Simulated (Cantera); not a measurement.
A perfectly stirred reactor is fed with N₂O : H₂O = 1 : 0.095 (molar parts), at 2500 Pa; it is held at 1300 K, and followed from long to short residence time.

Detailed kinetics in Cantera: GRI-Mech 3.0 (53 species, 325 reactions). GRI-Mech 3.0 was tuned for natural gas; its chemistry of N2O as a main component is partial and can be far from experiment. Radical loss at walls, strong at low pressure, is not modelled. The mechanism lacks the step 2 NO + O2 → 2 NO2, which can matter for NO2 below about 1400 K. The temperature is held fixed by assumption; the heat of reaction is taken as removed at once.

Q: What does this change do: pressure from 2500 Pa to 69000 Pa?

A: 
| quantity | before | after |
|---|---|---|
| x(N₂O) at τ = 1.50 s | 0.718 | 0.143 |
| x(H₂O) at τ = 1.50 s | 0.0809 | 0.0638 |
| x(H₂O₂) at τ = 1.50 s | 1.17e-8 | 3.78e-8 |
| x(H₂) at τ = 1.50 s | 3.77e-7 | 2.21e-7 |
| x(NO) at τ = 1.50 s | 0.0152 | 0.0433 |
| x(N₂O) at τ = 90.0 ms | 0.898 | 0.647 |
| x(H₂O) at τ = 90.0 ms | 0.0863 | 0.0788 |
| x(H₂O₂) at τ = 90.0 ms | 9.95e-8 | 6.95e-8 |
| x(H₂) at τ = 90.0 ms | 6.67e-7 | 3.02e-7 |
| x(NO) at τ = 90.0 ms | 0.00114 | 0.0197 |

Q: What does this change do: pressure from 2500 Pa to 1330 Pa?

A: 
```json
[
 {"quantity": "x(N₂O) at τ = 1.50 s", "before": "0.718", "after": "0.796"},
 {"quantity": "x(H₂O) at τ = 1.50 s", "before": "0.0809", "after": "0.0832"},
 {"quantity": "x(H₂O₂) at τ = 1.50 s", "before": "1.17e-8", "after": "1.90e-8"},
 {"quantity": "x(H₂) at τ = 1.50 s", "before": "3.77e-7", "after": "4.07e-7"},
 {"quantity": "x(NO) at τ = 1.50 s", "before": "0.0152", "after": "0.00900"},
 {"quantity": "x(N₂O) at τ = 90.0 ms", "before": "0.898", "after": "0.905"},
 {"quantity": "x(H₂O) at τ = 90.0 ms", "before": "0.0863", "after": "0.0865"},
 {"quantity": "x(H₂O₂) at τ = 90.0 ms", "before": "9.95e-8", "after": "1.25e-7"},
 {"quantity": "x(H₂) at τ = 90.0 ms", "before": "6.67e-7", "after": "6.89e-7"},
 {"quantity": "x(NO) at τ = 90.0 ms", "before": "0.00114", "after": "0.000628"}
]
```
